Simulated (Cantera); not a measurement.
An adiabatic, constant-pressure homogeneous reactor starts with CH4 : O2 : N2 = 1 : 2 : 7.52 (molar parts), equivalence ratio 1.0, at 1750 K and 1200000 Pa. Integrator tolerance rtol = 1e-08.

Detailed kinetics in Cantera: GRI-Mech 3.0 (53 species, 325 reactions). The pressure lies above the range GRI-Mech 3.0 was tuned for (to about 10 atm). Above 3000 K some thermodynamic fits are extrapolated.

Q: What does this change do: 0.11 parts C2H6 added?

A: 
```json
[
 {"quantity": "time of steepest temperature rise", "before": "20.3 µs", "after": "8.37 µs"},
 {"quantity": "temperature at 0.600 s", "before": "3014 K", "after": "3046 K"},
 {"quantity": "equilibrium temperature", "before": "3014 K", "after": "3046 K"},
 {"quantity": "x(CH4) at 0.600 s", "before": "<1e-12 (gas-phase equilibrium <1e-12)", "after": "<1e-12 (gas-phase equilibrium 1.02e-12)"},
 {"quantity": "x(O2) at 0.600 s", "before": "0.0164 (gas-phase equilibrium 0.0164)", "after": "0.00616 (gas-phase equilibrium 0.00616)"},
 {"quantity": "x(CH2O) at 0.600 s", "before": "3.20e-9 (gas-phase equilibrium 3.20e-9)", "after": "9.62e-9 (gas-phase equilibrium 9.63e-9)"},
 {"quantity": "x(CH2CO) at 0.600 s", "before": "<1e-12 (gas-phase equilibrium <1e-12)", "after": "<1e-12 (gas-phase equilibrium <1e-12)"},
 {"quantity": "x(NO) at 0.600 s", "before": "0.0127 (gas-phase equilibrium 0.0127)", "after": "0.00792 (gas-phase equilibrium 0.00792)"},
 {"quantity": "x(NO2) at 0.600 s", "before": "7.02e-6 (gas-phase equilibrium 7.02e-6)", "after": "2.63e-6 (gas-phase equilibrium 2.63e-6)"}
]
```

Q: What does this change do: initial temperature 1750 to 1325 K?

A: 
```tsv
quantity	before	after
time of steepest temperature rise	20.3 µs	0.929 ms
temperature at 0.600 s	3014 K	2819 K
equilibrium temperature	3014 K	2819 K
x(CH4) at 0.600 s	<1e-12 (gas-phase equilibrium <1e-12)	<1e-12 (gas-phase equilibrium <1e-12)
x(O2) at 0.600 s	0.0164 (gas-phase equilibrium 0.0164)	0.0119 (gas-phase equilibrium 0.0119)
x(CH2O) at 0.600 s	3.20e-9 (gas-phase equilibrium 3.20e-9)	1.42e-9 (gas-phase equilibrium 1.42e-9)
x(CH2CO) at 0.600 s	<1e-12 (gas-phase equilibrium <1e-12)	<1e-12 (gas-phase equilibrium <1e-12)
x(NO) at 0.600 s	0.0127 (gas-phase equilibrium 0.0127)	0.00844 (gas-phase equilibrium 0.00844)
x(NO2) at 0.600 s	7.02e-6 (gas-phase equilibrium 7.02e-6)	4.60e-6 (gas-phase equilibrium 4.60e-6)
```
